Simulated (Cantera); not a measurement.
Input: 1 mol SiH2Cl2, 0.024 mol Cl2, 4 mol N2, 0.84 mol HCl, equilibrated at 1198 K and 750 Torr.

Method: chemical equilibrium by Gibbs-energy minimisation in Cantera with the NASA 1993 tables (ideal gas, pure condensed phases). N2 is the only nitrogen source here; it is nearly inert below about 1500 K, so the nitride shown seldom forms there in practice. The tables' values for SiCl3 are old estimates; treat these amounts as uncertain. Kinetics and transport are ignored.

```tsv
species	before	after
N2	0.588	0.584
HCl	0.240	0.254
H2	0.113	0.104
SiCl4	0.0580	0.0475
SiCl2	1.53e-5	0.00254
SiCl3	0.000316	0.00594
SiH2Cl2	1.22e-6	1.11e-5
SiHCl3	0.000736	0.00183
Si3N4(s), mol	0.214	0.216
```
Gas species are given as mole fractions.

**Question.** Which change was made?
A. N2 from 4 to 42 mol
B. temperature from 1198 K to 1473 K
C. N2 from 4 to 21 mol
D. N2 from 4 to 49 mol

**Answer.** B, temperature from 1198 K to 1473 K
